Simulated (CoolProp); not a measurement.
c-C4F8 (RC318) along the isobar 0.352 MPa: density (kg/m³) from the reference equation and from simpler models built on Tc = 388.4 K, pc = 2.778 MPa, ω = 0.355; each cubic takes its own stable root.

Model: reference Helmholtz-energy equation of state, Platzer 1990, in CoolProp. This equation is an older, rougher fit.

```csv
T (K),phase,reference,ideal gas,van der Waals,Redlich-Kwong,Soave-Redlich-Kwong
377.7,gas,23.54,22.42,23.40,23.56,23.58
388.8,gas,22.76,21.78,22.66,22.79,22.79
399.9,gas,22.03,21.18,21.97,22.07,22.06
411.1,gas,21.35,20.60,21.32,21.40,21.37
422.2,gas,20.72,20.06,20.71,20.77,20.73
433.3,gas,20.12,19.54,20.14,20.19,20.13
444.4,gas,19.57,19.06,19.60,19.63,19.57
455.5,gas,19.05,18.59,19.08,19.11,19.05
466.6,gas,18.55,18.15,18.60,18.62,18.55
477.8,gas,18.08,17.72,18.14,18.15,18.07
488.9,gas,17.64,17.32,17.70,17.71,17.63
500,gas,17.22,16.94,17.29,17.29,17.21
```
